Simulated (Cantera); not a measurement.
An isothermal plug-flow reactor at 650 K and 79000 Pa (inlet), inlet velocity 0.32 m/s, active area per volume 120 1/m; feed CO : O2 : N2 : H2O = 0.0058 : 0.042 : 0.79 : 0.09 (molar parts), equivalence ratio 0.069.

Cantera simulation using Deutschmann's 1995 Pt surface mechanism with GRI-Mech 3.0 gas chemistry; the numbers are that mechanism's predictions, not measurements. Catalytic surfaces can have several steady states; this one follows from the mechanism file's or the stated starting coverage. Mass transfer to the wall is taken as infinitely fast.

Q: What does this change do: inlet velocity 0.32 to 0.54 m/s?

A: 
```json
[
 {"quantity": "x(CO) at z = 0.0043 m", "before": "0.00364", "after": "0.00504"},
 {"quantity": "x(O2) at z = 0.0043 m", "before": "0.0440", "after": "0.0447"},
 {"quantity": "x(H2O) at z = 0.0043 m", "before": "0.0971", "after": "0.0971"},
 {"quantity": "x(CO2) at z = 0.0043 m", "before": "0.00262", "after": "0.00122"},
 {"quantity": "θ(free Pt) at the exit", "before": "0.0652", "after": "0.0442"},
 {"quantity": "θ(O*) at the exit", "before": "0.0566", "after": "0.0249"},
 {"quantity": "θ(OH*) at the exit", "before": "0.00474", "after": "0.00259"},
 {"quantity": "θ(CO*) at the exit", "before": "0.873", "after": "0.928"}
]
```

Q: What does this change do: CO 0.0058 to 0.0022 parts?

A: 
```json
[
 {"quantity": "x(CO) at z = 0.0043 m", "before": "0.00364", "after": "0.00226"},
 {"quantity": "x(O2) at z = 0.0043 m", "before": "0.0440", "after": "0.0454"},
 {"quantity": "x(H2O) at z = 0.0043 m", "before": "0.0971", "after": "0.0974"},
 {"quantity": "x(CO2) at z = 0.0043 m", "before": "0.00262", "after": "0.000122"},
 {"quantity": "θ(free Pt) at the exit", "before": "0.0652", "after": "0.00991"},
 {"quantity": "θ(O*) at the exit", "before": "0.0566", "after": "0.981"},
 {"quantity": "θ(OH*) at the exit", "before": "0.00474", "after": "0.00771"}
]
```

Q: What does this change do: O2 0.042 to 0.017 parts?

A: 
```tsv
quantity	before	after
x(CO) at z = 0.0043 m	0.00364	0.00591
x(O2) at z = 0.0043 m	0.0440	0.0186
x(H2O) at z = 0.0043 m	0.0971	0.0997
x(CO2) at z = 0.0043 m	0.00262	0.000517
θ(free Pt) at the exit	0.0652	0.0317
θ(O*) at the exit	0.0566	0.00514
θ(OH*) at the exit	0.00474	0.00101
θ(CO*) at the exit	0.873	0.962
```
